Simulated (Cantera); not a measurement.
Gas mixture: H₂ = 0.19 (molar parts), at 0.000600 bar, frozen composition.

Cantera's kinetic-theory transport with the Lennard-Jones parameters of GRI-Mech 3.0, ideal gas; thermal conductivity in the mixture-averaged form.

One state of this run: ρ (kg/m³) = 1.82e-5; cp (J/kg/K) = 14690; μ (µPa s) = 17.0; λ (mW/m/K) = 363; Pr = 0.689; D (cm²/s) CO₂ = 5980; D (cm²/s) NO = 6810; D (cm²/s) H = 19100. D: mixture-averaged diffusion coefficient of that species in the mixture.

Problem. Which value of T (K) does it belong to?
A) 1000
B) 1200
C) 600
D) 800

Solution. D, 800
